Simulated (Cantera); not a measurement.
Input (Python, Cantera):

```python
import numpy as np
import cantera as ct

gas = ct.Solution("gri30.yaml")
gas.TPX = 423, 18000, {'CH4': 1, 'O2': 2.9, 'N2': 14.2, 'H2O': 0.67}
flame = ct.FreeFlame(gas, width=0.13)
flame.set_refine_criteria(ratio=3, slope=0.08, curve=0.16)
flame.transport_model = "mixture-averaged"
flame.solve(loglevel=0, auto=True)
z, T = flame.grid, flame.T
thick = (T[-1] - T[0]) / np.gradient(T, z).max()
show = ['CH4', 'O2', 'CH2', 'NO', 'N2O', 'H2O']
print(f"laminar burning velocity  {flame.velocity[0] * 100:.3f} cm/s")
print(f"burnt temperature         {T[-1]:.1f} K")
print(f"thermal thickness         {thick * 1e3:.4f} mm")
print(f"grid points               {len(z)}")
z0 = z[flame.heat_release_rate.argmax()]
print(f"{'z/mm':>9s}{'T/K':>9s}{'u/(m/s)':>9s}" + "".join(f"{s:>11s}" for s in show))
rows = []
for k in (-3, -2, -1.5, -1, -0.5, -0.25, 0, 0.25, 0.5, 1, 2, 4, 8):
    zz = z0 + k * thick
    rows.append([k * thick, np.interp(zz, z, T), np.interp(zz, z, flame.velocity),
                 *(np.interp(zz, z, flame.X[gas.species_index(s)]) for s in show)])
    print(f"{rows[-1][0] * 1e3:9.3f}{rows[-1][1]:9.1f}{rows[-1][2]:9.3f}" + "".join(f"{x:11.3e}" for x in rows[-1][3:]))
```

Output:

```
laminar burning velocity  31.812 cm/s
burnt temperature         1637.2 K
thermal thickness         3.4315 mm
grid points               132
     z/mm      T/K  u/(m/s)        CH4         O2        CH2         NO        N2O        H2O
  -10.295    423.3    0.318  5.323e-02  1.544e-01  5.380e-19  2.355e-11  3.075e-13  3.572e-02
   -6.863    425.7    0.321  5.305e-02  1.542e-01  5.232e-16  2.797e-10  5.277e-12  3.606e-02
   -5.147    434.2    0.327  5.252e-02  1.536e-01  3.804e-14  1.374e-09  3.265e-11  3.720e-02
   -3.432    489.2    0.370  4.952e-02  1.498e-01  1.407e-11  1.296e-08  3.612e-10  4.364e-02
   -1.716    769.4    0.585  3.489e-02  1.282e-01  3.020e-08  1.526e-07  3.761e-09  7.146e-02
   -0.858   1045.2    0.798  1.976e-02  1.034e-01  9.029e-07  3.292e-07  9.288e-09  9.683e-02
    0.000   1314.4    1.005  4.858e-03  7.452e-02  5.989e-06  6.116e-07  1.960e-08  1.217e-01
    0.858   1423.9    1.086  3.418e-04  5.916e-02  9.899e-07  9.454e-07  3.348e-08  1.316e-01
    1.716   1462.0    1.112  1.408e-05  5.432e-02  5.080e-08  1.201e-06  4.303e-08  1.333e-01
    3.432   1508.0    1.142  2.633e-08  5.126e-02  1.289e-10  1.546e-06  5.112e-08  1.344e-01
    6.863   1557.8    1.177  5.710e-13  4.948e-02  3.734e-15  1.915e-06  6.118e-08  1.367e-01
   13.726   1598.7    1.206  2.127e-19  4.848e-02  5.583e-21  2.205e-06  8.003e-08  1.394e-01
   27.452   1622.8    1.222  1.729e-22  4.804e-02  5.251e-23  2.396e-06  1.056e-07  1.411e-01
```

Model: GRI-Mech 3.0 (53 species, 325 reactions), integrated in Cantera. Burning velocities carry a grid error of a few per cent, more on coarse grids.
